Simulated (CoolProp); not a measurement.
The fluoroketone C6F12O (FK-5-1-12) at 298.15 K and 0.0249 MPa is compressed adiabatically to 0.108 MPa with isentropic efficiency 0.6. Each further row changes one setting.

Computed with CoolProp (reference Helmholtz-energy equation of state, McLinden 2015).

```
case             work (kJ/kg)                       final phase  final density (kg/m³)
---------------  ------------  --------------------------------  ---------------------
as stated                18.5                               ___                   14.0
efficiency 1             11.1  two-phase, vapour fraction 0.887                    ___
efficiency 0.65          17.1  two-phase, vapour fraction 0.956                    ___
```

Task: Some entries are withheld; supply them.

Result: 
- as stated, final phase: two-phase, vapour fraction 0.972
- efficiency 1, final density (kg/m³): 15.3
- efficiency 0.65, final density (kg/m³): 14.2
